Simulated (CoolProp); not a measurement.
Model: reference Helmholtz-energy equation of state, Zhou 2012, in CoolProp.

Task: Give the vapour pressure (kPa), liquid density (kg/m³), vapour density (kg/m³), liquid cp (kJ/(kg K)) of saturated o-xylene at 344.7 K.

Result: 
```csv
T (K),p (kPa),liquid density (kg/m³),vapour density (kg/m³),liquid cp (kJ/(kg K))
344.7,9.00,836,0.337,1.91
```
